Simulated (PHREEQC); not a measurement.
Make-up at 20 °C: 0.017 mol/kgw Na3PO4 and 0.0011 mol/kgw CaBr2. Closed to the air; pH follows from the charge balance.

Model: ion-association model, phreeqc.dat, run in PHREEQC.

Precipitation was switched off in this run.

Estimate the pH, density, specific conductance.

pH 11.92; density 1.002 g/cm³; specific conductance 4530 µS/cm.

In which forms is P present?

PO4-3 51 %, HPO4-2 41 %, CaPO4- 6.5 %, NaHPO4- 1.6 % of the P.

Examples of supersaturated solids here: Hydroxyapatite. Others may be too.
